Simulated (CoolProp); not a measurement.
Vapour pressure (kPa) of isobutane: the reference equation beside estimates from Tc = 134.7 °C, pc = 3629 kPa, ω = 0.184. Clausius-Clapeyron is anchored at -61.15 °C with a constant enthalpy of vaporisation of 23.56 kJ/mol.

Computed with CoolProp (reference Helmholtz-energy equation of state, Bücker 2006).

| T (°C) | reference | Lee-Kesler | Clausius-Clapeyron | Redlich-Kwong | Soave-Redlich-Kwong | Peng-Robinson |
|---|---|---|---|---|---|---|
| -75.05 | 3.316 | 3.205 | 3.375 | 5.441 | 3.266 | 3.545 |
| -61.15 | 8.620 | 8.354 | 8.620 | 13.84 | 8.488 | 8.998 |
| -47.35 | 19.46 | 18.97 | 19.51 | 30.32 | 19.19 | 19.98 |
| -33.45 | 39.65 | 38.92 | 40.39 | 59.66 | 39.19 | 40.21 |
| -19.65 | 73.55 | 72.70 | 76.86 | 106.7 | 72.94 | 73.98 |
| -5.75 | 127.4 | 126.7 | 137.4 | 178.2 | 126.8 | 127.5 |
| 8.05 | 206.9 | 206.7 | 231.1 | 279.1 | 206.6 | 206.4 |
| 21.85 | 319.5 | 320.1 | 370.3 | 416.2 | 320.2 | 318.3 |
| 35.75 | 474.3 | 475.9 | 570.5 | 597.1 | 476.8 | 472.5 |
| 49.55 | 677.4 | 679.8 | 844.6 | 825.3 | 683.0 | 675.4 |
| 63.45 | 940.5 | 943.1 | 1214 | 1110 | 950.7 | 939.2 |
| 77.25 | 1269 | 1271 | 1691 | 1452 | 1285 | 1270 |

Absolute difference from the reference over all 12 rows, mean and median: Lee-Kesler 1.2 and 0.5 %, Clausius-Clapeyron 12.6 and 9.8 %, Redlich-Kwong 38.4 and 37.4 %, Soave-Redlich-Kwong 0.9 and 1.0 %, Peng-Robinson 1.5 and 0.4 %.
